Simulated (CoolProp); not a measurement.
Values from CoolProp's reference Helmholtz-energy equation of state, Tillner-Roth 1997.

For CH2F2 (R32), give the phase and the density (kg/m³), cp (kJ/(kg K)), isothermal compressibility (1/MPa), viscosity (µPa s) at -41.05 °C and 86.7 kPa.


- -41.05 °C and 86.7 kPa: gas; density 2.41, cp 0.820, isothermal compressibility 11.9, viscosity 10.4

Viscosity comes from a separate model (Bell 2016), an estimate that may be off by 10 % or more.
